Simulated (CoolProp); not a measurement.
A single-stage vapour-compression cycle with chloromethane (R40): evaporating at 305.15 K (dew point), condensing at 364.15 K (bubble point), superheat 10 K, subcooling 8 K, compressor efficiency 0.65, no pressure losses. Each further row changes one setting.

The numbers come from the reference Helmholtz-energy equation of state, Thol 2014 in CoolProp.

```csv
case,cooling COP,pressure ratio,discharge temperature (K),refrigerating effect (kJ/kg),volumetric capacity (kJ/m³)
as stated,2.66,3.89,444.7,287,4360
evaporating temperature 310.15 K,3.00,3.39,436.8,289,5010
condensing temperature 359.15 K,2.98,3.52,434.8,296,4500
subcooling 13 K,2.75,3.89,444.7,296,4500
superheat 20 K,2.63,3.89,457.5,297,4320
compressor efficiency 0.55,2.25,3.89,461.0,287,4360
```
